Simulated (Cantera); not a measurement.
**CH2F2 + Si + H2 (fluorocarbon and chlorocarbon gases)**

Feed: 1 mol CH2F2, 0.37 mol Si, 1.1 mol H2, at 875 K and 1.10 mbar.

These are equilibrium values from Cantera (NASA tables, ideal gas, pure condensed phases), not measurements of a reactor. Candidate condensed phases: C, C6H6, C7H8, C8H18, Si, SiC; 113 gas species. Kinetics and transport are ignored.

- x(H2) = 0.674
- x(HF) = 0.191
- x(SiF4) = 0.136
- x(CH4) = 0.000218
- n(C(graphite)) = 0.999 mol
- gas amount = 2.729 mol
- log10 activity of Si(s) (absent) = -17.92
